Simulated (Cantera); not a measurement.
Charge: 1 mol Si₃N₄, 0.22 mol H₂, held at 5.00 bar.

These are equilibrium values from Cantera (NASA tables, ideal gas, pure condensed phases), not measurements of a reactor. Candidate condensed phases: Si, Si₃N₄; 18 gas species. Mutual solubility and eutectic melting of coexisting phases are not modelled. Gases not in the tables: Si₂H₆ and higher silanes. Equilibrium is a limit: real reactors are often held back by kinetics, nucleation or transport. All values below are at 1848 K.

Base state: H₂ 0.996, N₂ 0.00377, H 0.000237, SiH₂ 4.14e-5 (mole fractions); condensed: Si(l) + Si₃N₄(s).

Problem. What changes in the equilibrium state with this change: pressure from 5.00 bar to 3.10 bar?

Solution. 
| species | before | after |
|---|---|---|
| H₂ | 0.996 | 0.994 |
| N₂ | 0.00377 | 0.00609 |
| H | 0.000237 | 0.000300 |
| SiH₂ | 4.14e-5 | 4.13e-5 |
| Si(l), mol | 0.00124 | 0.00201 |
| Si₃N₄(s), mol | 1.000 | 0.999 |
